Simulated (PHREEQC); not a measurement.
Make-up at 25 °C: 0.015 mol/kgw HCl, 0.003 mol/kgw Al2(SO4)3 and 0.49 mol/kgw NiSO4. Closed to the air; pH follows from the charge balance.

All values are PHREEQC results (ion-association model, wateq4f.dat), not measurements.

Precipitation was switched off in this run.

Q: Order these S species by the share of S that they hold, largest first: HSO4-, Al(SO4)2-, SO4-2, Ni(SO4)2-2, NiSO4.

A: NiSO4 (60 %), SO4-2 (35 %), HSO4- (2.3 %), Al(SO4)2- (1.1 %), Ni(SO4)2-2 (0.72 %)

The pH is 2.60 and the ionic strength 0.743 mol/kgw. Caution: at this ionic strength the ion-association model is outside its range; a Pitzer model would be the better tool where its parameters exist. Species that the database lacks are ignored.
